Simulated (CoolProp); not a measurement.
Model: reference Helmholtz-energy equation of state, Setzmann 1991, in CoolProp.

**Question.** For methane, give the phase and the cv (kJ/(kg K)), viscosity (µPa s), conductivity (mW/(m K)) at 381.9 K and 3.87 MPa.

**Answer.** 
- 381.9 K and 3.87 MPa: gas; cv 1.97, viscosity 14.3, conductivity 49.0

Viscosity comes from a separate model (Quiñones-Cisneros 2006). Thermal conductivity comes from a separate model (Friend 1989).
